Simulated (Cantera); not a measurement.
Input: 1 mol Si, 27 mol HBr, held at 10.0 mbar.

Method: chemical equilibrium by Gibbs-energy minimisation in Cantera with the NASA 1993 tables (ideal gas, pure condensed phases). Candidate condensed phases: Br2, Si; 19 gas species. The tables' values for SiBr3, SiBr are old estimates; treat these amounts as uncertain. Rates play no part.

Question: At 1377 °C, list the 4 most abundant gas species with their mole fractions, and the condensed phases.

Answer: HBr 0.737, Br 0.127, H2 0.101, SiBr2 0.0316. Condensed: gas only.
